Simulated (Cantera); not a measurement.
# Equilibrium for sublimation and decomposition of ceramics: Si₃N₄ + Si + H₂

Charge: 1 mol Si₃N₄, 0.091 mol Si, 0.36 mol H₂.

Cantera equilibrium calculation (NASA polynomials, part measured and part estimated; ideal gas, pure solids and liquids). Candidate condensed phases: Si, Si₃N₄; 18 gas species. Mutual solubility and eutectic melting of coexisting phases are not modelled. The numbers say what is thermodynamically allowed, not how fast it happens.

Task: Map the stable condensed phases over T = 2048, 2123, 2198, 2273, 2348, 2423, 2498, 2573, 2648, 2723 K and P in Pa = 1, 10, 100, 1000, 10000, 100000, 1000000.

Result: 
```
T in K \ P in Pa
               1      10     100    1000   10000  100000 1000000
   2723        A       A       A       A       B       B       B
   2648        A       A       A       A       B       B       B
   2573        A       A       A       A       B       B       B
   2498        A       A       A       B       B       B       B
   2423        A       A       A       B       B       B       B
   2348        A       A       A       B       B       B       C
   2273        A       A       A       B       B       B       C
   2198        A       A       B       B       B       B       C
   2123        A       A       B       B       B       C       C
   2048        A       A       B       B       B       C       C
```
A: gas only; B: Si; C: Si + Si₃N₄.
